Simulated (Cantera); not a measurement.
A perfectly stirred reactor is fed with 25.2 % H2, 15.7 % O2, 59.1 % N2, equivalence ratio 0.80, at 1.00 bar; it is adiabatic with a 400 K inlet, and is followed from long to short residence time, starting on the burning branch (τ in s: 0.08, 0.035, 0.016, 0.0068, 0.003, 0.0013, 0.00058, 0.00026, 0.00011, 5e-05, 2.2e-05, 9.6e-06).

Model: the H2/O2 subset of GRI-Mech 3.0, which has no nitrogen chemistry, integrated in Cantera.

x: mole fraction; the columns are a selection and need not sum to one.

```csv
τ (s),T (K),x H2,x O2,x H2O2,x OH,x H2O
0.080,2239,0.00258,0.0352,2.02e-7,0.00674,0.281
0.035,2233,0.00298,0.0352,2.03e-7,0.00717,0.280
0.016,2222,0.00375,0.0353,2.09e-7,0.00793,0.278
0.0068,2199,0.00539,0.0356,___,0.00928,0.275
0.0030,2160,0.00805,0.0363,___,0.0110,0.270
0.0013,2098,0.0120,0.0376,___,0.0128,0.263
0.00058,2012,0.0169,0.0395,___,0.0141,0.253
0.00026,1901,0.0222,0.0422,___,0.0145,0.242
0.00011,1756,0.0281,0.0462,___,0.0135,0.228
5.0e-5,1603,0.0350,0.0516,___,0.0113,0.214
2.2e-5,1412,0.0532,0.0637,___,0.00790,0.189
9.6e-6,400,0.252,0.157,<1e-12,<1e-12,<1e-12
```

Task: Fill in the missing entries.

Result: 
- 0.0068, x H2O2: 2.29e-7
- 0.0030, x H2O2: 2.72e-7
- 0.0013, x H2O2: 3.51e-7
- 0.00058, x H2O2: 4.85e-7
- 0.00026, x H2O2: 7.43e-7
- 0.00011, x H2O2: 1.37e-6
- 5.0e-5, x H2O2: 2.70e-6
- 2.2e-5, x H2O2: 5.50e-6
